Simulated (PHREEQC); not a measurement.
**Copper plating or etch bath**

A solution holds 29 mmol/kgw Cu(NO3)2 and 0.19 mmol/kgw Na2SO4, at 25 °C. Closed to the air; pH follows from the charge balance.

The numbers come from PHREEQC with the ion-association model, wateq4f.dat.

No solid was allowed to form.

Task: Estimate the pH.

Result: pH 4.50.

Task: In which forms is S present?

Result: SO4-2 52 %, CuSO4 48 % of the S.

Complexes and solids missing from the database can't appear.
